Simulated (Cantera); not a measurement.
A closed system holds: 1 mol Cu₂O, 0.88 mol CH₄, 5.7 mol H₂, held at 1475 K and 0.00270 bar.

Equilibrium computed with Cantera from the NASA thermochemical tables; the gas is ideal and each condensed phase is pure. Candidate condensed phases: C, C₆H₆, C₇H₈, C₈H₁₈, Cu, CuO, Cu(OH)₂, Cu₂O, H₂O; 113 gas species. The numbers say what is thermodynamically allowed, not how fast it happens.

Task: What is the equilibrium state?

Result: x(H₂): 0.879
x(CO): 0.105
x(H₂O): 0.0137
x(Cu): 0.00198
x(CO₂): 0.000657
x(H): 0.000234
n(Cu(l)): 1.98 mol
gas amount: 8.358 mol
log10 activity of C(graphite) (absent): -4.43
log10 activity of Cu(OH)₂(s) (absent): -14.90
